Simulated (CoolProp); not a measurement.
Values from CoolProp's reference Helmholtz-energy equation of state, Lemmon 2006. It is a short technical equation, of lower accuracy than the large ones.

**Question.** Give the vapour pressure (MPa), liquid density (kg/m³), surface tension (mN/m), liquid conductivity (mW/(m K)) of saturated isopentane at 365.8 K.

**Answer.** 
```tsv
T (K)	p (MPa)	liquid density (kg/m³)	surface tension (mN/m)	liquid conductivity (mW/(m K))
365.8	0.614	538	7.52	81.6
```

Thermal conductivity comes from a separate model (Vassiliou 2015). Surface tension comes from a separate correlation (Mulero 2012).
